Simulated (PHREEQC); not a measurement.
Solution (25 °C): 4.7 mmol/kgw NH4HF2, 0.12 mmol/kgw H4SiO4 and 150 mmol/kgw HCl. Closed to the air; pH follows from the charge balance.

The numbers come from PHREEQC with the ion-association model, phreeqc.dat.

**Question.** The ionic strength comes out as 0.150 mol/kgw. What activity coefficients do F-, H+, SiF6-2, HF2-, NH4+ get?

**Answer.** F- 0.73, H+ 0.81, SiF6-2 0.33, HF2- 0.76, NH4+ 0.71.

Precipitation was switched off in this run. SiF6-2 is the database's only silicon fluoride.
